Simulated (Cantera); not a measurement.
Input (Python, Cantera) and output of one run.

```python
import numpy as np
import cantera as ct

gas_names = """
    H HNO HNO2 HNO3 HO2 H2 H2O H2O2 N NH NH2 NH3 NH2OH NO NO2 NO3 N2 N2H2 N2H4 N2O O OH O2 O3 Si SiH
    SiH2 SiH3 SiH4 SiN SiO SiO2 Si2 Si2N Si3
""".split()
cond_names = """
    H2O(s) H2O(L) Si(cr) Si(L) SiO2(Lqz) SiO2(hqz) SiO2(L) Si2N2O(s) Si3N4(a)
""".split()


# ... load() reads the species with a 1 bar reference pressure and builds the phases ...
atoms = {
    'Si3N4': {'Si': 3, 'N': 4},
    'O2': {'O': 2},
    'H2': {'H': 2},
}
top_T = {'Si2N2O(s)': 2100, 'Si3N4(a)': 2400}  # K; cautious upper limits of use, not melting points


# ... equilibrate(T, P, feed) seeds the gas with the atoms and calls Mixture.equilibrate('TP', solver="vcs", rtol=1e-11, max_steps=5000) ...
results = []
feed = {'Si3N4': 1, 'O2': 3, 'H2': 6.2}  # mol
P = 1500  # Pa
for T in [750, 800, 850, 900, 950, 1000, 1050]:
    mix = equilibrate(T, P, feed)
    results.append((T, P, feed, dict(zip(mix.species_names, mix.species_moles))))

top = {s: max(r[3][s] / sum(r[3][g] for g in gas_names) for r in results) for s in gas_names}
cols = sorted((s for s in top if top[s] > 0.001), key=lambda s: -top[s])[:9]
seen = [c for c in cond_names if any(r[3].get(c, 0) > 1e-12 for r in results)]
print("log10 of partial pressures in bar; condensed amounts in mol")
print(f"{'T/K':>10s}" + "".join(f"{s[:9]:>10s}" for s in cols + seen))
for T, P, feed, n in results:
    ng = sum(n[g] for g in gas_names)
    print(f"{T:10.4g}" + "".join(f"{np.log10(max(n[s] / ng * P / 1e5, 1e-99)):10.3f}" for s in cols)
          + "".join(f"{n.get(c, 0):10.4g}" for c in seen))
```

Output:

```
log10 of partial pressures in bar; condensed amounts in mol
       T/K        H2        N2 SiO2(Lqz) SiO2(hqz) Si2N2O(s)
       750    -1.945    -2.437         3         0  8.39e-06
       800    -1.945    -2.437         3         0 1.311e-05
       850    -1.945    -2.437         0         3 1.932e-05
       900    -1.945    -2.437         0         3 2.706e-05
       950    -1.945    -2.437         0         3 3.649e-05
      1000    -1.945    -2.437         0         3 4.765e-05
      1050    -1.945    -2.437         0         3 6.055e-05
```

These are equilibrium values from Cantera (NASA tables, ideal gas, pure condensed phases), not measurements of a reactor.
